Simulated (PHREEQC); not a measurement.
Polishing slurry liquid (model solution)

Dissolve 0.088 mol/kgw TMAH, 0.48 mol/kgw K2SO4 and 0.13 mol/kgw CuSO4 at 20 °C. Closed to the air; pH follows from the charge balance.

The numbers come from PHREEQC with the ion-association model, wateq4f.dat.

```json
{
 "pH": "6.91",
 "ionic_strength": "1.38 mol/kgw",
 "activity_of_water": "0.974",
 "total_alkalinity": "88.0 meq/kg"
}
```

| species | molality | activity | log γ |
|---|---|---|---|
| K+ | 0.743 | 0.435 | -0.232 |
| SO4-2 | 0.367 | 0.0498 | -0.867 |
| KSO4- | 0.217 | 0.139 | -0.193 |
| (CH3)4N+ | 0.0880 | 0.0514 | -0.234 |
| Cu2(OH)2+2 | 0.0403 | 0.0223 | -0.257 |
| CuSO4 | 0.0263 | 0.0361 | 0.138 |
| Cu+2 | 0.0192 | 0.00368 | -0.718 |
| Cu(OH)2 | 0.00349 | 0.00479 | 0.138 |
| CuOH+ | 0.000498 | 0.000291 | -0.234 |
| HSO4- | 8.85e-7 | 5.36e-7 | -0.217 |
| H+ | 1.68e-7 | 1.23e-7 | -0.133 |

This is a speciation only: nothing precipitates in the calculation. Saturation is exceeded, for instance for Brochantite, Antlerite; the values hold only as long as no solid forms. The ionic strength is past about 0.7 mol/kgw, beyond the range of this activity model, so the values are rough. (CH3)4N+ isn't in the database: it is added as a free cation with an ion size of 4 Å.
